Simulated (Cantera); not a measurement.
Cantera run:

```python
import numpy as np
import cantera as ct

gas_names = """
    SiH2 CL2 SiH4 SiH3CL SiH2CL2 SiHCL3 H2 SiH3
""".split()
cond_names = """

""".split()


# ... load() reads the species with a 1 bar reference pressure and builds the phases ...
species = {s.name: s for s in load("nasa_gas.yaml", gas_names) + load("nasa_condensed.yaml", cond_names)}
# Each term lists the table entries of one substance; the one whose range holds T is used.
reactions = {
    'SiH2(g) + Cl2(g) + SiH4(g) = 2 SiH3Cl(g)':
        [(-1, ['SiH2']), (-1, ['CL2']), (-1, ['SiH4']), (2, ['SiH3CL'])],
    '2 SiH2Cl2(g) = SiH3Cl(g) + SiHCl3(g)':
        [(-2, ['SiH2CL2']), (1, ['SiH3CL']), (1, ['SiHCL3'])],
    '2 SiH2(g) + H2(g) = 2 SiH3(g)':
        [(-2, ['SiH2']), (-1, ['H2']), (2, ['SiH3'])],
}


def pick(names, T):
    return next(species[n] for n in names if species[n].thermo.min_temp <= T <= species[n].thermo.max_temp)


results = []
for label, terms in reactions.items():
    print(label)
    print("     T/K   dH/kJ  dS/(J/K)   dG/kJ   log10 K")
    for T in [1423, 1573, 1723, 1873, 2023, 2173, 2323, 2473, 2623, 2773, 2923]:
        used = [(nu, pick(names, T)) for nu, names in terms]
        dH = sum(nu * s.thermo.h(T) for nu, s in used) / 1e6
        dS = sum(nu * s.thermo.s(T) for nu, s in used) / 1e3
        dG = dH - T * dS / 1e3
        logK = -dG * 1e6 / (ct.gas_constant * T * np.log(10))
        results.append((label, T, dH, dS, dG, logK, [s.name for _, s in used]))
        print(f"{T:8g} {dH:8.1f} {dS:8.1f} {dG:8.1f} {logK:8.2f}")
```

Output:

```
SiH2(g) + Cl2(g) + SiH4(g) = 2 SiH3Cl(g)
     T/K   dH/kJ  dS/(J/K)   dG/kJ   log10 K
    1423   -564.3   -137.3   -368.9    13.54
    1573   -563.6   -136.8   -348.3    11.57
    1723   -562.7   -136.3   -327.8     9.94
    1873   -561.7   -135.7   -307.4     8.57
    2023   -560.6   -135.2   -287.1     7.41
    2173   -559.5   -134.7   -266.9     6.42
    2323   -558.4   -134.2   -246.7     5.55
    2473   -557.3   -133.7   -226.6     4.79
    2623   -556.2   -133.3   -206.6     4.11
    2773   -555.1   -132.9   -186.6     3.52
    2923   -554.0   -132.5   -166.7     2.98
2 SiH2Cl2(g) = SiH3Cl(g) + SiHCl3(g)
     T/K   dH/kJ  dS/(J/K)   dG/kJ   log10 K
    1423      3.5     -7.8     14.7    -0.54
    1573      3.5     -7.8     15.9    -0.53
    1723      3.6     -7.8     17.0    -0.52
    1873      3.6     -7.8     18.2    -0.51
    2023      3.6     -7.8     19.4    -0.50
    2173      3.6     -7.8     20.5    -0.49
    2323      3.6     -7.8     21.7    -0.49
    2473      3.6     -7.8     22.9    -0.48
    2623      3.6     -7.8     24.1    -0.48
    2773      3.6     -7.8     25.2    -0.48
    2923      3.6     -7.8     26.4    -0.47
2 SiH2(g) + H2(g) = 2 SiH3(g)
     T/K   dH/kJ  dS/(J/K)   dG/kJ   log10 K
    1423    -84.1   -134.0    106.6    -3.91
    1573    -83.9   -133.9    126.7    -4.21
    1723    -83.3   -133.5    146.7    -4.45
    1873    -82.6   -133.1    166.7    -4.65
    2023    -81.6   -132.6    186.7    -4.82
    2173    -80.5   -132.1    206.5    -4.96
    2323    -79.4   -131.6    226.3    -5.09
    2473    -78.2   -131.1    246.0    -5.20
    2623    -76.9   -130.6    265.6    -5.29
    2773    -75.6   -130.1    285.2    -5.37
    2923    -74.4   -129.7    304.7    -5.44
```

Cantera with NASA thermochemical tables; ideal gases at 1 bar, condensed phases pure. Condensed species are held in their standard states even where they would react or evaporate.
